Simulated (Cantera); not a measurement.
Input: 1 mol TEOS, 0.21 mol H2O, at 800 K and 6.70 mbar.

Equilibrium computed with Cantera from the NASA thermochemical tables; the gas is ideal and each condensed phase is pure. Candidate condensed phases: C, C6H6, C7H8, C8H18, H2O, Si, SiC, SiO2; 123 gas species. The feed counts by its element totals alone. The numbers say what is thermodynamically allowed, not how fast it happens.

Base state: H2 0.822, CO 0.140, H2O 0.0181, CO2 0.0130, CH4 0.00609 (mole fractions); condensed: C(graphite) + SiO2(α-quartz).

Problem. What changes in the equilibrium state with this change: temperature from 800 K to 723.15 K?

Solution. 
| species | before | after |
|---|---|---|
| H2 | 0.822 | 0.813 |
| H2O | 0.0181 | 0.0663 |
| CO | 0.140 | 0.0598 |
| CO2 | 0.0130 | 0.0373 |
| CH4 | 0.00609 | 0.0236 |
| C(graphite), mol | 6.09 | 6.67 |
| SiO2(α-quartz), mol | 1.00 | 1.00 |

Problem. What changes in the equilibrium state with this change: H2O from 0.21 to 25 mol?

Solution. 
| species | before | after |
|---|---|---|
| H2 | 0.822 | 0.506 |
| H2O | 0.0181 | 0.308 |
| CO2 | 0.0130 | 0.134 |
| CO | 0.140 | 0.0521 |
| CH4 | 0.00609 | 3.09e-5 |
| C(graphite), mol | 6.09 | 0 |
| SiO2(α-quartz), mol | 1.00 | 1.00 |

Problem. What changes in the equilibrium state with this change: temperature from 800 K to 948.15 K?

Solution. 
```
species               before     after
-------------------  -------  --------
H2                     0.822     0.821
CO                     0.140     0.177
H2O                   0.0181  0.000939
CO2                   0.0130  0.000365
CH4                  0.00609  0.000774
C(graphite), mol        6.09      5.80
SiO2(α-quartz), mol     1.00         0
SiO2(β-quartz), mol        0      1.00
```
